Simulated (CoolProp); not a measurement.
Properties of dimethyl carbonate along the isobar 7.99 MPa.

Model: reference Helmholtz-energy equation of state, Zhou 2011, in CoolProp.

```csv
T (°C),phase,density (kg/m³),cp (kJ/(kg K)),cv (kJ/(kg K)),Joule-Thomson coefficient (K/MPa),isothermal compressibility (1/MPa)
88.05,liquid,988.2,1.935,1.443,-0.2658,0.001374
100.15,liquid,971.8,…,1.465,-0.2490,…
112.35,liquid,955.0,1.993,1.489,-0.2303,0.001698
124.55,liquid,937.9,2.024,…,-0.2095,0.001898
136.65,liquid,920.5,2.056,1.535,-0.1864,0.002128
148.85,liquid,…,2.090,1.558,-0.1604,0.002400
160.95,liquid,884.2,2.124,…,-0.1309,0.002720
173.15,liquid,865.2,2.161,1.602,-0.09669,0.003108
185.25,liquid,845.6,2.200,1.623,-0.05680,0.003579
197.45,liquid,825.0,2.243,1.645,-0.008536,0.004171
209.65,liquid,803.4,2.292,1.667,0.05085,0.004932
221.75,liquid,780.7,2.349,1.689,0.1254,0.005931
233.95,liquid,756.1,…,1.711,0.2236,0.007322
```

Q: Complete the blanks.

A: 
- 100.15, cp (kJ/(kg K)): 1.963
- 100.15, isothermal compressibility (1/MPa): 0.001525
- 124.55, cv (kJ/(kg K)): 1.512
- 148.85, density (kg/m³): 902.5
- 160.95, cv (kJ/(kg K)): 1.580
- 233.95, cp (kJ/(kg K)): 2.418
